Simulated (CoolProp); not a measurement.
Vapour-liquid equilibrium of n-octane (1) + ethylbenzene (2) at 390.7 K; x and y are mole fractions of (1).

Values from CoolProp's multi-fluid Helmholtz-energy mixture model, Beckmüller 2019 and Zhou 2012; pair parameters Bell 2016.

```csv
x,bubble pressure (MPa),y at the bubble point,dew pressure at overall composition x (MPa),liquid density (mol/L)
0.05,0.06180,0.080,0.06103,7.208
0.125,0.06458,0.185,0.06299,7.027
0.2,0.06704,0.277,0.06498,6.854
0.275,0.06922,0.359,0.06699,6.690
0.35,0.07116,0.434,0.06898,6.532
0.425,0.07288,0.504,0.07093,6.381
0.5,0.07442,0.570,0.07279,6.237
0.575,0.07578,0.634,0.07452,6.098
0.65,0.07697,0.697,0.07609,5.966
0.725,0.07801,0.759,0.07746,5.839
0.8,0.07890,0.822,0.07860,5.718
0.875,0.07963,0.887,0.07951,5.601
0.95,0.08020,0.954,0.08017,5.489
```

No azeotrope shows between x = 0.05 and 0.95.

Pair parameters are fitted to limited data, so mixtures are less certain than the pure fluids.
